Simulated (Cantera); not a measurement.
What does this Cantera script print?

```python
import numpy as np
import cantera as ct

surf = ct.Interface("diamond.yaml", "diamond_100")
gas, bulk = surf.adjacent["gas"], surf.adjacent["diamond"]
k = surf.kinetics_species_index(bulk.species_names[0])
cover = ["c6HH", "c6H*", "c6*H", "c6**", "c6HM", "c6B"]

rows, drift = [], 0.0
print(f"{'T':>10s}{'um/h':>11s}" + "".join(f"{s:>11s}" for s in cover))
for v in [925, 975, 1025, 1075, 1125, 1175, 1225, 1275, 1325, 1375]:
    T, P, xH, xCH3 = v, 18000, 0.0037, 0.00044
    gas.TPX = T, P, {"H": xH, "CH3": xCH3, "CH4": 0.0084, "H2": 1 - xH - xCH3 - 0.0084}
    surf.TP = bulk.TP = T, P
    surf.coverages = "c6H*:0.1, c6HH:0.9"
    surf.advance_coverages(100.0)
    before = surf.coverages
    surf.advance_coverages(100.0)
    drift = max(drift, np.max(np.abs(surf.coverages - before) / (surf.coverages + 1e-9)))
    rate = surf.net_production_rates[k] * bulk.mean_molecular_weight / bulk.density * 3.6e9
    rows.append([rate, *surf[cover].coverages])
    print(f"{v:10.4g}{rate:11.4e}" + "".join(f"{x:11.3e}" for x in rows[-1][1:]))
```

It prints:

```
         T       um/h       c6HH       c6H*       c6*H       c6**       c6HM        c6B
       925 2.5512e+01  6.008e-01  1.108e-02  2.821e-01  4.743e-03  7.961e-02  6.923e-08
       975 3.3409e+01  5.677e-01  1.485e-02  3.241e-01  7.146e-03  6.452e-02  9.066e-08
      1025 4.1662e+01  5.343e-01  1.913e-02  3.631e-01  1.026e-02  5.203e-02  1.131e-07
      1075 4.8799e+01  5.023e-01  2.386e-02  3.990e-01  1.412e-02  4.090e-02  1.324e-07
      1125 5.1853e+01  4.731e-01  2.900e-02  4.321e-01  1.877e-02  3.000e-02  1.407e-07
      1175 4.7655e+01  4.468e-01  3.450e-02  4.623e-01  2.417e-02  1.927e-02  1.293e-07
      1225 3.7544e+01  4.223e-01  4.017e-02  4.884e-01  3.019e-02  1.040e-02  1.019e-07
      1275 2.7595e+01  3.989e-01  4.577e-02  5.086e-01  3.655e-02  4.837e-03  7.488e-08
      1325 2.1584e+01  3.770e-01  5.115e-02  5.232e-01  4.302e-02  2.074e-03  5.857e-08
      1375 1.9042e+01  3.573e-01  5.632e-02  5.334e-01  4.944e-02  8.645e-04  5.167e-08
```

Computed with Cantera and the Harris–Goodwin 1993 mechanism for the reconstructed diamond (100) surface.
